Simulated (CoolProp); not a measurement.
100 sccm (0 °C, 1 atm) of nitrogen bubbles through liquid ethanol at 278.8 K and leaves saturated at a total pressure of 0.0125 MPa (ideal gas phase). Each further row changes one setting.

Model: reference Helmholtz-energy equation of state, Schroeder 2014, in CoolProp.

```
case                      vapour pressure (kPa)  mole fraction of vapour  delivery (mg/min)  delivery (sccm)  change of delivery for a bath 1 K warmer (%)
------------------------  ---------------------  -----------------------  -----------------  ---------------  --------------------------------------------
as stated                                  2.36                    0.189               47.9             23.3                                           8.7
bath temperature 283.8 K                   3.28                    0.263               73.2             35.6                                           9.2
total pressure 0.025 MPa                   2.36                   0.0945               21.4             10.4                                           7.7
```
